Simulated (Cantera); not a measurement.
Cantera run:

```python
import numpy as np
import cantera as ct

gas_names = """
    C CO CO2 C2 C2O C3 C3O2 C4 C5 Cu CuO Cu2 O O2 O3
""".split()
cond_names = """
    C(gr) Cu(cr) Cu(L) CuO(s) Cu2O(s) Cu2O(L)
""".split()


def load(file, names, dense=False):
    # The tables refer to 1 bar. Condensed volumes are neglected.
    table = {s.name: s for s in ct.Species.list_from_file(file)}
    out = []
    for n in names:
        d = dict(table[n].input_data)
        d["thermo"] = dict(d["thermo"], **{"reference-pressure": 1e5})
        if dense:
            d["equation-of-state"] = {"model": "constant-volume", "density": "1e6 g/cm^3"}
        out.append(ct.Species.from_dict(d))
    return out


gas = ct.Solution(thermo="ideal-gas", species=load("nasa_gas.yaml", gas_names))
cond = {s.name: ct.Solution(thermo="fixed-stoichiometry", species=[s], name=s.name)
        for s in load("nasa_condensed.yaml", cond_names, dense=True)}
atoms = {
    'CuO': {'Cu': 1, 'O': 1},
    'CO': {'C': 1, 'O': 1},
}
top_T = {'C(gr)': 4500, 'CuO(s)': 1390}  # K; cautious upper limits of use, not melting points


def equilibrate(T, P, feed):
    n = {}
    for name, mol in feed.items():
        for a, k in atoms[name].items():
            n[a] = n.get(a, 0.0) + k * mol
    gas.TPX = T, P, n
    mass = sum(n.values()) * gas.mean_molecular_weight
    gas.equilibrate("TP")
    valid = [c for c in cond.values() if c.min_temp <= T <= top_T.get(c.name, c.max_temp)]
    mix = ct.Mixture([(gas, mass / gas.mean_molecular_weight)] + [(c, 0.0) for c in valid])
    mix.T, mix.P = T, P
    mix.equilibrate("TP", solver="vcs", rtol=1e-11, max_steps=5000)
    return mix


results = []
feed = {'CuO': 1, 'CO': 0.89}  # mol
T = 1900  # K
P = 1333.22  # Pa
mix = equilibrate(T, P, feed)
results.append((T, P, feed, dict(zip(mix.species_names, mix.species_moles))))
print(gas.report(threshold=1e-06))
for i in range(1, mix.n_phases):
    print(f"{mix.phase(i).name:16s} {mix.phase_moles(i):12.5e} mol")
```

Output:

```
       temperature   1900 K
          pressure   1333.2 Pa
           density   0.0038359 kg/m^3
  mean mol. weight   45.452 kg/kmol
   phase of matter   gas

                          1 kg             1 kmol
                     ---------------   ---------------
          enthalpy       -4.3979e+06       -1.9989e+08  J
   internal energy       -4.7455e+06       -2.1569e+08  J
           entropy              7309        3.3221e+05  J/K
    Gibbs function       -1.8285e+07       -8.3109e+08  J
 heat capacity c_p            1181.1             53684  J/K
 heat capacity c_v            998.19             45370  J/K

                      mass frac. Y      mole frac. X     chem. pot. / RT
                     ---------------   ---------------   ---------------
                CO         0.0097601          0.015838           -42.989
               CO2           0.77806           0.80356           -60.862
                Cu           0.16943           0.12118           -7.5899
               CuO        0.00069807        0.00039887           -25.463
               Cu2        0.00097575        0.00034895            -15.18
                 O        0.00021911        0.00062248           -17.873
                O2          0.040864          0.058045           -35.747
     [   +8 minor]        6.1987e-11          5.87e-11

C(gr)             0.00000e+00 mol
Cu(L)             8.67183e-01 mol
Cu2O(L)           0.00000e+00 mol
```

Method: chemical equilibrium by Gibbs-energy minimisation in Cantera with the NASA 1993 tables (ideal gas, pure condensed phases).
